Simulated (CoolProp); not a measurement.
The fluid at 293.15 K and 0.537 MPa (stagnation) flows isentropically through a choked orifice. The same conditions are run with several fluids, on thermodynamics alone (safety and materials aside).

The numbers come from the reference Helmholtz-energy equation of state of each fluid (hydrogen chloride: Thol 2018; CH2F2 (R32): Tillner-Roth 1997; ethane: Bücker 2006; propylene: Lemmon 2013; CF4 (R14): Platzer 1990) in CoolProp. The equations of Platzer and Polt are older, rougher fits.

**Question.** Rank hydrogen chloride, CH2F2 (R32), ethane, propylene, CF4 (R14) by throat to inlet pressure ratio, highest first.

**Answer.** propylene (0.579), CF4 (R14) (0.571), ethane (0.566), CH2F2 (R32) (0.556), hydrogen chloride (0.530)

```
fluid              mass flux (kg/(m² s))  throat temperature (K)
-----------------  ---------------------  ----------------------
hydrogen chloride                   1440                   244.8
CH2F2 (R32)                         1690                   260.0
ethane                              1240                   265.7
propylene                           1470                   270.6
CF4 (R14)                           2090                   270.2
```
